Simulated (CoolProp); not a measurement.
Values from CoolProp's reference Helmholtz-energy equation of state, Gao 2016.

Task: Give the vapour pressure (bar), liquid density (kg/m³), vapour density (kg/m³), surface tension (mN/m) of saturated sulfur dioxide at 254.8, 264.9, 326 K.

Result: 
| T (K) | p (bar) | liquid density (kg/m³) | vapour density (kg/m³) | surface tension (mN/m) |
|---|---|---|---|---|
| 254.8 | 0.688 | 1480 | 2.13 | 30.2 |
| 264.9 | 1.10 | 1460 | 3.28 | 28.2 |
| 326 | 9.10 | 1280 | 24.5 | 16.3 |

Surface tension comes from a separate correlation (Mulero 2012).
